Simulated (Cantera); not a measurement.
An isothermal, constant-pressure homogeneous reactor starts with CH4 : CO2 : H2 = 1 : 0.34 : 0.67 (molar parts), at 1400 K and 90.0 Torr. Integrator tolerance rtol = 1e-08.

Detailed kinetics in Cantera: GRI-Mech 3.0 (53 species, 325 reactions). GRI-Mech 3.0 stops at C3 and has no aromatics, soot or wall deposition, so with more carbon than oxygen in the feed, carbon stays in small species such as C2H2 where larger ones or solid carbon would form.

Problem. What does this change do: temperature 1400 to 1900 K?

Solution. 
```json
[
 {"quantity": "x(CH4) at 40.0 s", "before": "0.157 (gas-phase equilibrium 0.0473)", "after": "0.000624 (gas-phase equilibrium 0.000624)"},
 {"quantity": "x(CO2) at 40.0 s", "before": "0.0173 (gas-phase equilibrium 4.36e-8)", "after": "1.08e-8 (gas-phase equilibrium 1.08e-8)"},
 {"quantity": "x(H2) at 40.0 s", "before": "0.488 (gas-phase equilibrium 0.659)", "after": "0.696 (gas-phase equilibrium 0.696)"},
 {"quantity": "x(C2H6) at 40.0 s", "before": "2.94e-5 (gas-phase equilibrium 7.56e-6)", "after": "6.51e-9 (gas-phase equilibrium 6.51e-9)"},
 {"quantity": "x(CH3) at 40.0 s", "before": "4.11e-5 (gas-phase equilibrium 1.65e-5)", "after": "3.44e-5 (gas-phase equilibrium 3.44e-5)"},
 {"quantity": "x(H2O2) at 40.0 s", "before": "<1e-12 (gas-phase equilibrium <1e-12)", "after": "<1e-12 (gas-phase equilibrium <1e-12)"}
]
```
